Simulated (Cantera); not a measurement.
A diamond (100) surface in a fixed gas of H2 with x(CH4) = 0.0023, x(H) = 0.00032, x(CH3) = 1.7e-05, at 1050 K; coverages are run to steady state.

Computed with Cantera and the Harris–Goodwin 1993 mechanism for the reconstructed diamond (100) surface.

θ: site fractions in the mechanism's names (c6HH fully hydrogenated, c6H* and c6*H radical sites, c6** diradical, c6HM methylated).

| P (Pa) | growth (µm/h) | θ c6HH | θ c6H* | θ c6*H | θ c6** | θ c6HM |
|---|---|---|---|---|---|---|
| 470 | 0.00319 | 0.573 | 0.0220 | 0.394 | 0.00958 | 0.000951 |
| 890 | 0.00920 | 0.572 | 0.0220 | 0.394 | 0.00957 | 0.00173 |
| 1700 | 0.0279 | 0.571 | 0.0220 | 0.393 | 0.00955 | 0.00306 |
| 3300 | 0.0863 | 0.569 | 0.0219 | 0.392 | 0.00952 | 0.00520 |
| 6200 | (withheld) | 0.567 | 0.0218 | 0.390 | 0.00948 | (withheld) |
| 12000 | 0.644 | 0.564 | 0.0217 | 0.388 | 0.00944 | 0.0112 |
| 23000 | 1.55 | 0.562 | 0.0216 | 0.387 | 0.00940 | 0.0142 |
| 44000 | (withheld) | 0.560 | 0.0215 | 0.385 | 0.00936 | (withheld) |

Complete the blanks.


- 6200, growth (µm/h): 0.240
- 6200, θ c6HM: 0.00795
- 44000, growth (µm/h): 3.42
- 44000, θ c6HM: 0.0165
